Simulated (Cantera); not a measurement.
Mixture: CH3OH : O2 : N2 : H2O = 1 : 1.53 : 5.76 : 2.1 (molar parts), at 1.01 bar, adiabatic and at constant pressure. Ignition delay is the time to a rise of 400 K.

Detailed kinetics in Cantera: GRI-Mech 3.0 (53 species, 325 reactions). GRI-Mech 3.0 was tuned for natural gas; its chemistry of methanol as a main component is partial and can be far from experiment.

Problem. Predict: delay at 1075 K; delay at 1225 K; delay at 1375 K; delay at 1525 K; apparent activation energy between 1450 and 1600 K.

Solution. 
```
Quantity                                                 Value
--------------------------------------------------  ----------
delay at 1075 K                                        68.7 ms
delay at 1225 K                                        4.41 ms
delay at 1375 K                                       0.560 ms
delay at 1525 K                                       0.122 ms
apparent activation energy between 1450 and 1600 K  160 kJ/mol
```
